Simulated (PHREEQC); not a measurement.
Make-up at 61 °C: 0.021 mol SrBr2, 3.5e-05 mol CO2 and 9.9e-05 mol Cd(NO3)2 per kg of water. Closed to the air; pH follows from the charge balance.

Computed with PHREEQC (ion-association model, phreeqc.dat).

No solid was allowed to form.

**Question.** Order these C species by the share of C that they hold, largest first: CO2, HCO3-, SrHCO3+.

**Answer.** CO2 (84 %), HCO3- (11 %), SrHCO3+ (5.2 %)

**Question.** Order these Cd species by the share of Cd that they hold, largest first: Cd+2, CdBr+, CdBr2.

**Answer.** CdBr+ (61 %), Cd+2 (29 %), CdBr2 (9.7 %)

The pH is 5.32 and the ionic strength 0.0631 mol/kgw. Away from 25 °C the constants follow the database's enthalpies or fits; those with neither stay at their 25 °C values.
